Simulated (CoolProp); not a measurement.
Vapour-liquid equilibrium of CH2F2 (R32) (1) + R1234ze(E) (2) at 0.542 bar; x and y are mole fractions of (1).

Computed with CoolProp (multi-fluid Helmholtz-energy mixture model, Tillner-Roth 1997 and Thol 2016; pair parameters Bell 2023).

Task: Give the bubble temperature and the first vapour's composition at x = 0.55, 0.65, 0.75. Is there an azeotrope?

Result: x = 0.55: 216.7 K, y = 0.864; x = 0.65: 214.9 K, y = 0.899; x = 0.75: 213.4 K, y = 0.930. No azeotrope shows between x = 0.05 and 0.95.

Pair parameters are fitted to limited data, so mixtures are less certain than the pure fluids.
